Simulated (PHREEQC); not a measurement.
Consider water at 10 °C with 2.7 mol/kgw NaCl and 0.1 mol/kgw CaCl2. Closed to the air; pH follows from the charge balance.

The numbers come from PHREEQC with the Pitzer model, pitzer.dat.

Question: The ionic strength comes out as 3.00 mol/kgw. What activity coefficients do Na+, Ca+2, Cl- get?

Answer: Na+ 0.86, Ca+2 0.59, Cl- 0.55. Single-ion values are on the MacInnes scale.

Precipitation was switched off in this run. Complexes and solids missing from the database can't appear. At this temperature some constants are extrapolated from 25 °C, and those without enthalpy data are left unchanged.
